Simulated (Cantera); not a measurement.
# Ignition delay

Mixture: 5.93 % CH4, 19.8 % O2, 74.3 % N2, equivalence ratio 0.60, at 3750 Torr, adiabatic and at constant pressure. Ignition delay is the time to a rise of 400 K.

Model: GRI-Mech 3.0 (53 species, 325 reactions), integrated in Cantera.

| T0 (K) | delay (ms) |
|---|---|
| 1050 | 65.0 |
| 1100 | 30.5 |
| 1150 | 15.1 |
| 1200 | 7.78 |
| 1250 | 4.14 |
| 1300 | 2.27 |
| 1350 | 1.29 |

```
Item                                                     Value
--------------------------------------------------  ----------
apparent activation energy between 1250 and 1350 K  160 kJ/mol
```
